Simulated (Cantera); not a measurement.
Input (Python, Cantera) and output of one run.

```python
import numpy as np
import cantera as ct

gas_names = """
    F F2 H HF H2 H2F2 H3F3 H4F4 H5F5 H6F6 H7F7 Pb PbF PbF2 PbF4 Pb2
""".split()
cond_names = """
    Pb(cr) Pb(L) PbF2(a) PbF2(b) PbF2(L)
""".split()


def load(file, names, dense=False):
    # The tables refer to 1 bar. Condensed volumes are neglected.
    table = {s.name: s for s in ct.Species.list_from_file(file)}
    out = []
    for n in names:
        d = dict(table[n].input_data)
        d["thermo"] = dict(d["thermo"], **{"reference-pressure": 1e5})
        if dense:
            d["equation-of-state"] = {"model": "constant-volume", "density": "1e6 g/cm^3"}
        out.append(ct.Species.from_dict(d))
    return out


gas = ct.Solution(thermo="ideal-gas", species=load("nasa_gas.yaml", gas_names))
cond = {s.name: ct.Solution(thermo="fixed-stoichiometry", species=[s], name=s.name)
        for s in load("nasa_condensed.yaml", cond_names, dense=True)}
atoms = {
    'PbF2': {'Pb': 1, 'F': 2},
    'H2': {'H': 2},
}
top_T = {}  # K; cautious upper limits of use, not melting points


def equilibrate(T, P, feed):
    n = {}
    for name, mol in feed.items():
        for a, k in atoms[name].items():
            n[a] = n.get(a, 0.0) + k * mol
    gas.TPX = T, P, n
    mass = sum(n.values()) * gas.mean_molecular_weight
    gas.equilibrate("TP")
    valid = [c for c in cond.values() if c.min_temp <= T <= top_T.get(c.name, c.max_temp)]
    mix = ct.Mixture([(gas, mass / gas.mean_molecular_weight)] + [(c, 0.0) for c in valid])
    mix.T, mix.P = T, P
    mix.equilibrate("TP", solver="vcs", rtol=1e-11, max_steps=5000)
    return mix


results = []
feed = {'PbF2': 1, 'H2': 0.2}  # mol
T = 2025  # K
P = 300  # Pa
mix = equilibrate(T, P, feed)
results.append((T, P, feed, dict(zip(mix.species_names, mix.species_moles))))
x = sorted(zip(gas.X, gas.species_names), reverse=True)
print(f"T = {T:g} K  P = {P:g} Pa  gas = {mix.phase_moles(0):.4g} mol")
print("   x: " + "  ".join(f"{s} {v:.3e}" for v, s in x if v > 0.0001))
print("   condensed (mol): " + ("  ".join(f"{mix.phase(i).name} {mix.phase_moles(i):.4g}"
      for i in range(1, mix.n_phases) if mix.phase_moles(i) > 1e-12) or "none"))
```

Output:

```
T = 2025 K  P = 300 Pa  gas = 1.418 mol
   x: PbF2 4.248e-01  HF 2.821e-01  Pb 1.240e-01  PbF 1.198e-01  PbF4 3.662e-02  F 1.254e-02
   condensed (mol): none
```

Method: chemical equilibrium by Gibbs-energy minimisation in Cantera with the NASA 1993 tables (ideal gas, pure condensed phases).
